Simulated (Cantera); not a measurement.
A closed system holds: 1 mol C6H6, 7.1 mol H2, at 1400000 Pa.

Cantera equilibrium calculation (NASA polynomials, part measured and part estimated; ideal gas, pure solids and liquids). Candidate condensed phases: C, C6H6, C7H8, C8H18; 76 gas species. Rates play no part. All values below are at 1748 K.

Base state: H2 0.987, CH4 0.0125, C2H2 (acetylene) 0.000111, H 6.07e-5, C2H4 5.22e-5, CH3 1.57e-5 (mole fractions); condensed: C(graphite).

**Question.** What changes in the equilibrium state with this change: pressure from 1400000 Pa to 1000 Pa?

**Answer.** 
| species | before | after |
|---|---|---|
| H2 | 0.987 | 0.998 |
| H | 6.07e-5 | 0.00228 |
| C2H2 (acetylene) | 0.000111 | 0.000113 |
| CH4 | 0.0125 | 9.15e-6 |
| C2H4 | 5.22e-5 | 3.81e-8 |
| CH3 | 1.57e-5 | 4.25e-7 |
| C(graphite), mol | 5.87 | 6.00 |
